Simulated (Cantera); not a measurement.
Feed: 1 mol Pb, 5.2 mol CO2, 110 mol H2, at 1177 °C and 4800 Pa.

Method: chemical equilibrium by Gibbs-energy minimisation in Cantera with the NASA 1993 tables (ideal gas, pure condensed phases). Candidate condensed phases: C, C6H6, C7H8, C8H18, H2O, Pb, PbO, PbO2, Pb3O4; 113 gas species. Rates play no part.

Base state: H2 0.903, CO 0.0439, H2O 0.0439, Pb 0.00861, CO2 0.000896, H 4.10e-5 (mole fractions); condensed: gas only.

Q: What changes in the equilibrium state with this change: CO2 from 5.2 to 0.37 mol?

A: 
```json
[
 {"species": "H2", "before": "0.903", "after": "0.984"},
 {"species": "Pb", "before": "0.00861", "after": "0.00898"},
 {"species": "H2O", "before": "0.0439", "after": "0.00332"},
 {"species": "CO", "before": "0.0439", "after": "0.00332"},
 {"species": "CO2", "before": "0.000896", "after": "4.70e-6"},
 {"species": "H", "before": "4.10e-5", "after": "4.28e-5"}
]
```
